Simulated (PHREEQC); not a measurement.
A column of 0.1 m (40 cells, dispersivity 0.008 m, 60 s a shift, diffusion coefficient 3e-10 m²/s) holds 0.054 eq of the database's cation exchanger X per kg of pore water, first in equilibrium with 0.057 mol/kgw KBr, 0.0037 mol/kgw LiCl and 1e-05 mol/kgw HCl. It is flushed with 0.021 mol ZnSO4 and 1e-05 mol HCl per kg of water, at 40 °C. Values are for the last cell. The system is closed to CO2. Nothing may precipitate in this run.

The series has 34 steps of pore volumes, from 0 to 4.963.

Equilibrium calculation in PHREEQC: ion-association model, phreeqc.dat.

### Question
After how many pore volumes does S at the outlet first reach half of its feed value?

### Answer
By 1.1 pore volumes.

### Question
After how many pore volumes does Zn at the outlet first reach half of its feed value?

### Answer
By 2.3 pore volumes.

At this temperature some constants are extrapolated from 25 °C, and those without enthalpy data are left unchanged.
